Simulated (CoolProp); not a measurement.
The numbers come from the reference Helmholtz-energy equation of state, Zhou 2012 in CoolProp.

Problem. For m-xylene, give the phase and the density (kg/m³), viscosity (µPa s) at 565.3 K and 381 kPa.

Solution. 
- 565.3 K and 381 kPa: gas; density 9.10, viscosity 12.3

Viscosity comes from a separate model (Cao 2016).
